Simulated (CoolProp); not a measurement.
The numbers come from the reference Helmholtz-energy equation of state, de Reuck 1990 in CoolProp.

### Question
For fluorine, give the phase and the density (kg/m³), cp (kJ/(kg K)), cv (kJ/(kg K)), isothermal compressibility (1/MPa) at 78 K and 2.02 MPa; 78 K and 7.05 MPa.

### Answer
- 78 K and 2.02 MPa: liquid; density 1550, cp 1.49, cv 0.844, isothermal compressibility 0.00140
- 78 K and 7.05 MPa: liquid; density 1560, cp 1.47, cv 0.853, isothermal compressibility 0.00131
